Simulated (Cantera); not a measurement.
What does this Cantera script print?

```python
import numpy as np
import cantera as ct

gas = ct.Solution("gri30.yaml")
gas.TPX = 1075, 81000, {'H2': 0.89, 'O2': 0.33, 'N2': 0.88}
reactor = ct.IdealGasConstPressureReactor(gas, energy="off", clone=False)
net = ct.ReactorNet([reactor])
net.rtol, net.atol = 1e-08, 1e-18
show = ['H2', 'O2', 'NO', 'N2O', 'H2O2', 'H2O']
times = np.geomspace(9e-06, 10, 14)

steps = ct.SolutionArray(gas, extra=["t"])
rows = []
print(f"{'t/s':>10s}{'T/K':>9s}{'P/Pa':>11s}" + "".join(f"{s:>11s}" for s in show))
for t in times:
    while net.time < t:
        t_next = net.step()
        steps.append(gas.state, t=t_next)
    rows.append([np.interp(t, steps.t, y) for y in (steps.T, steps.P, *steps(*show).X.T)])
    print(f"{t:10.3e}{rows[-1][0]:9.1f}{rows[-1][1]:11.4g}" + "".join(f"{x:11.3e}" for x in rows[-1][2:]))
rate = np.gradient(steps.T, steps.t)
print("integrator steps:", len(steps.t))
if steps.T.max() > steps.T[0] + 200:
    print(f"time of steepest temperature rise: {steps.t[rate.argmax()]:.4e} s")
gas.TPX = 1075, 81000, {'H2': 0.89, 'O2': 0.33, 'N2': 0.88}
gas.equilibrate("TP")
print(f"equilibrium (TP): T = {gas.T:.1f} K  " + "  ".join(f"{s} {gas[s].X[0]:.3e}" for s in show))
```

Output:

```
       t/s      T/K       P/Pa         H2         O2         NO        N2O       H2O2        H2O
 9.000e-06   1075.0    8.1e+04  4.238e-01  1.571e-01  8.317e-22  1.067e-16  8.340e-12  3.026e-09
 2.626e-05   1075.0    8.1e+04  4.238e-01  1.571e-01  2.119e-19  3.127e-15  1.554e-10  8.837e-08
 7.662e-05   1075.0    8.1e+04  4.236e-01  1.570e-01  3.500e-13  4.344e-12  2.106e-07  1.341e-04
 2.236e-04   1075.0    8.1e+04  1.262e-01  1.698e-03  1.366e-06  8.172e-09  1.441e-07  3.662e-01
 6.523e-04   1075.0    8.1e+04  1.286e-01  1.784e-05  1.378e-06  2.997e-09  1.560e-08  3.723e-01
 1.903e-03   1075.0    8.1e+04  1.295e-01  6.456e-07  1.351e-06  1.413e-09  4.363e-09  3.727e-01
 5.554e-03   1075.0    8.1e+04  1.298e-01  3.674e-08  1.281e-06  1.023e-09  1.279e-09  3.728e-01
 1.621e-02   1075.0    8.1e+04  1.299e-01  3.212e-09  1.120e-06  1.498e-09  3.324e-10  3.729e-01
 4.728e-02   1075.0    8.1e+04  1.299e-01  4.137e-10  8.375e-07  2.393e-09  6.739e-11  3.729e-01
 1.380e-01   1075.0    8.1e+04  1.299e-01  6.015e-11  4.919e-07  2.610e-09  1.067e-11  3.729e-01
 4.026e-01   1075.0    8.1e+04  1.299e-01  8.227e-12  2.234e-07  1.844e-09  1.486e-12  3.729e-01
 1.175e+00   1075.0    8.1e+04  1.299e-01  1.013e-12  8.399e-08  9.751e-10  1.944e-13  3.729e-01
 3.427e+00   1075.0    8.1e+04  1.299e-01  1.116e-13  2.837e-08  4.294e-10  2.419e-14  3.729e-01
 1.000e+01   1075.0    8.1e+04  1.299e-01  1.119e-14  9.115e-09  1.493e-10  2.910e-15  3.729e-01
integrator steps: 2589
equilibrium (TP): T = 1075.0 K  H2 1.299e-01  O2 5.059e-18  NO 2.641e-13  N2O 1.448e-17  H2O2 5.199e-18  H2O 3.729e-01
```

Computed with Cantera and GRI-Mech 3.0 (53 species, 325 reactions). The temperature is held fixed by assumption; the heat of reaction is taken as removed at once.
